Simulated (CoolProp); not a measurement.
Vapour-liquid equilibrium of R227EA (1) + isobutene (2) at 329.7 K; x and y are mole fractions of (1).

The numbers come from the multi-fluid Helmholtz-energy mixture model, Lemmon 2016 and Lemmon 2005; pair parameters Bell 2016 in CoolProp.

```csv
x,bubble pressure (kPa),y at the bubble point,dew pressure at overall composition x (kPa),liquid density (mol/L)
0.05,805.1,[?],749.8,9.539
0.2,976.2,0.349,856.0,8.994
0.35,1070,0.469,977.5,8.513
0.5,1123,[?],1089,8.105
0.65,1148,0.665,1146,7.774
0.8,1144,0.783,[?],[?]
0.95,1103,0.937,[?],7.324
```

Question: Some entries are withheld; supply them.

Answer: 
- 0.05, y at the bubble point: 0.131
- 0.5, y at the bubble point: 0.566
- 0.8, dew pressure at overall composition x (kPa): 1141
- 0.8, liquid density (mol/L): 7.518
- 0.95, dew pressure at overall composition x (kPa): 1099

y crosses x between x = 0.65 and 0.8: the model has an azeotrope there.

The pair parameters rest on a limited set of measurements; away from them the model extrapolates.
